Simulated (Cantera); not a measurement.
Input (Python, Cantera):

```python
import numpy as np
import cantera as ct

gas = ct.Solution("gri30.yaml")


def delay(T, t_max=10):
    gas.TPX = T, 2200000, {'CH4': 1, 'O2': 1.05, 'N2': 3.96}
    reactor = ct.IdealGasConstPressureReactor(gas, clone=False)
    net = ct.ReactorNet([reactor])
    net.rtol, net.atol = 1e-8, 1e-16
    while net.time < t_max:
        t_old, T_old = net.time, reactor.T
        net.step()
        if reactor.T > T + 400:  # ignition: a rise of 400 K
            return t_old + (T + 400 - T_old) / (reactor.T - T_old) * (net.time - t_old)
    return np.nan


taus = []
for T in [1300, 1400, 1500, 1600, 1700, 1800, 1900]:
    taus.append(delay(T))
    print(f"T0 = {T:6g} K   tau = {taus[-1]:.4e} s")
```

It prints:

```
T0 =   1300 K   tau = 8.7484e-04 s
T0 =   1400 K   tau = 3.1570e-04 s
T0 =   1500 K   tau = 1.2237e-04 s
T0 =   1600 K   tau = 5.0180e-05 s
T0 =   1700 K   tau = 2.1758e-05 s
T0 =   1800 K   tau = 1.0086e-05 s
T0 =   1900 K   tau = 5.0588e-06 s
```

Detailed kinetics in Cantera: GRI-Mech 3.0 (53 species, 325 reactions). The pressure lies above the range GRI-Mech 3.0 was tuned for (to about 10 atm).
